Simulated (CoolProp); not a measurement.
Model: reference Helmholtz-energy equation of state, Gao 2022, in CoolProp.

Q: Give the vapour pressure (MPa), liquid density (kg/m³), enthalpy of vaporisation (kJ/kg) of saturated n-perfluoropentane at 299.4 K.

A: 
```json
[
 {"T (K)": "299.4", "p (MPa)": "0.0905", "liquid density (kg/m³)": "1600", "enthalpy of vaporisation (kJ/kg)": "91.6"}
]
```
